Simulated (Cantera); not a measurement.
Feed: 1 mol Si, 1.5 mol HCl, 2.4 mol H2, at 17.0 bar.

Cantera equilibrium calculation (NASA polynomials, part measured and part estimated; ideal gas, pure solids and liquids). Candidate condensed phases: Si; 19 gas species. Rates play no part.

Over these rows the condensed part is Si(s). Partial pressures as log10 of bar:

| T (K) | 1000/T (1/K) | log p SiCl2 | log p H2 | log p SiHCl3 | log p SiCl4 |
|---|---|---|---|---|---|
| 775 | 1.2903 | -5.54 | 1.17 | 0.09 | -0.07 |
| 875 | 1.1429 | -4.31 | 1.17 | 0.08 | -0.06 |
| 975 | 1.0256 | ? | 1.17 | 0.06 | -0.05 |
| 1075 | 0.9302 | -2.56 | 1.17 | 0.05 | -0.06 |
| 1175 | 0.8511 | -1.92 | 1.16 | 0.03 | -0.07 |
| 1275 | 0.7843 | -1.39 | 1.16 | -0.01 | -0.09 |

Fit log p(SiCl2) = a + b·(1000/T) to the five rows, give the apparent enthalpy, and predict the row at 975 K.

Means: 1000/T = 0.9998, log p = -3.144. Sxy = -1.463535, Sxx = 0.1782640, so b = -8.21 and a = -3.144 − (-8.21)×0.9998 = 5.06.
Apparent enthalpy: −19.145 × (-8.21) = 157 kJ/mol. With the condensed phases at unit activity, 1/2 Si(s) + 1/2 SiCl4(g) = SiCl2(g) links this pressure to the main gases: over the six rows their terms move log p by -0.01 in all, so the slope is close to that reaction's ΔH°. The five rows lie within 0.02 of the line.
Prediction at 975 K: 5.06 + (-8.21)×1.0256 = -3.36. The computed value is -3.34, 0.02 from the line.
